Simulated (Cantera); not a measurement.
Input (Python, Cantera) and output of one run.

```python
import numpy as np
import cantera as ct

gas_names = """
    N N2 Pb Pb2
""".split()
cond_names = """
    Pb(cr) Pb(L)
""".split()


# ... load() reads the species with a 1 bar reference pressure and builds the phases ...
atoms = {
    'Pb': {'Pb': 1},
    'N2': {'N': 2},
}
top_T = {}  # K; cautious upper limits of use, not melting points


# ... equilibrate(T, P, feed) seeds the gas with the atoms and calls Mixture.equilibrate('TP', solver="vcs", rtol=1e-11, max_steps=5000) ...
results = []
feed = {'Pb': 1, 'N2': 0.35}  # mol
T = 1500  # K
for P in [10, 42, 180, 750, 3200, 13000, 56000, 240000, 1000000]:
    mix = equilibrate(T, P, feed)
    results.append((T, P, feed, dict(zip(mix.species_names, mix.species_moles))))

top = {s: max(r[3][s] / sum(r[3][g] for g in gas_names) for r in results) for s in gas_names}
cols = sorted((s for s in top if top[s] > 1e-05), key=lambda s: -top[s])[:8]
seen = [c for c in cond_names if any(r[3].get(c, 0) > 1e-12 for r in results)]
print("log10 of partial pressures in bar; condensed amounts in mol")
print(f"{'P/Pa':>10s}" + "".join(f"{s[:9]:>10s}" for s in cols + seen))
for T, P, feed, n in results:
    ng = sum(n[g] for g in gas_names)
    print(f"{P:10.4g}" + "".join(f"{np.log10(max(n[s] / ng * P / 1e5, 1e-99)):10.3f}" for s in cols)
          + "".join(f"{n.get(c, 0):10.4g}" for c in seen))
```

It prints:

```
log10 of partial pressures in bar; condensed amounts in mol
      P/Pa        N2        Pb       Pb2     Pb(L)
        10    -4.586    -4.130   -10.029         0
        42    -3.963    -3.507    -8.782         0
       180    -3.331    -2.875    -7.518         0
       750    -2.711    -2.255    -6.279         0
      3200    -2.081    -1.625    -5.019         0
   1.3e+04    -0.977    -1.610    -4.988    0.9184
   5.6e+04    -0.271    -1.610    -4.988    0.9839
   2.4e+05     0.376    -1.610    -4.988    0.9964
     1e+06     0.999    -1.610    -4.988    0.9991
```

Equilibrium computed with Cantera from the NASA thermochemical tables; the gas is ideal and each condensed phase is pure.
